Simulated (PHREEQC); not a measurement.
Model water analysis in mg/kgw, 25 °C, pH 3.63, pe 11.3: Na 104; K 26.4; Ca 81.7; Mg 105; Cl 201; S(6) as SO4 614; O(0) (dissolved oxygen) 8; Li 0.0475; Mn(2) 0.193; F 1.07; Ni 0.711; Cu(2) 1.57.

Valence states are taken as typed.

Model: ion-association model, wateq4f.dat, run in PHREEQC.

| Item | Value |
|---|---|
| ionic strength | 0.0246 mol/kgw |
| total alkalinity | -0.347 meq/kg |
| charge-balance error | -0.5 % |

| species | molality | activity | log γ |
|---|---|---|---|
| Cl- | 0.00567 | 0.00485 | -0.067 |
| SO4-2 | 0.00468 | 0.00260 | -0.256 |
| Na+ | 0.00447 | 0.00385 | -0.065 |
| Mg+2 | 0.00321 | 0.00183 | -0.244 |
| Ca+2 | 0.00158 | 0.000888 | -0.250 |
| MgSO4 | 0.00111 | 0.00111 | 0.002 |

Precipitation was switched off in this run.
